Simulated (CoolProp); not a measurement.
The numbers come from the reference Helmholtz-energy equation of state, Thol 2017 in CoolProp.

Task: For decamethyltetrasiloxane (MD2M), give the phase and the cv (kJ/(kg K)) at 600 K and 0.0181 MPa; 600 K and 0.322 MPa.

Result: 
- 600 K and 0.0181 MPa: gas; cv 2.01
- 600 K and 0.322 MPa: gas; cv 2.01
